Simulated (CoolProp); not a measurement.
Computed with CoolProp (reference Helmholtz-energy equation of state, Lemmon 2006). It is a short technical equation, of lower accuracy than the large ones.

Q: For CH3F (R41), give the phase and the density (kg/m³), isothermal compressibility (1/MPa) at 425 K and 13600 kPa; 425 K and 20400 kPa.

A: 
- 425 K and 13600 kPa: supercritical; density 187, isothermal compressibility 0.0952
- 425 K and 20400 kPa: supercritical; density 306, isothermal compressibility 0.0519
